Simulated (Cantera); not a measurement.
A closed system holds: 1 mol Si₂H₆, 13 mol CO₂, 0.23 mol NO, held at 1698.15 K and 1.00 bar.

These are equilibrium values from Cantera (NASA tables, ideal gas, pure condensed phases), not measurements of a reactor. Candidate condensed phases: C, C₆H₆, C₇H₈, C₈H₁₈, H₂O, Si, SiC, SiO₂, Si₂N₂O, Si₃N₄; 151 gas species. The feed counts by its element totals alone. The tables hold silica as quartz up to 1696 K and as liquid above; real silica turns to tridymite and cristobalite and melts near 1996 K. Gases not in the tables: Si(OH)₄. Equilibrium is a limit: real reactors are often held back by kinetics, nucleation or transport.

Q: What is the equilibrium state?

A: 
| Quantity | Value |
|---|---|
| x(CO₂) | 0.425 |
| x(CO) | 0.381 |
| x(H₂O) | 0.147 |
| x(H₂) | 0.0388 |
| x(N₂) | 0.00714 |
| x(H) | 2.85e-5 |
| x(OH) | 5.58e-6 |
| n(SiO₂(condensed)) | 2.00 mol |
| gas amount | 16.12 mol |
| log10 activity of C(graphite) (absent) | -4.31 |
| log10 activity of Si(l) (absent) | -10.49 |
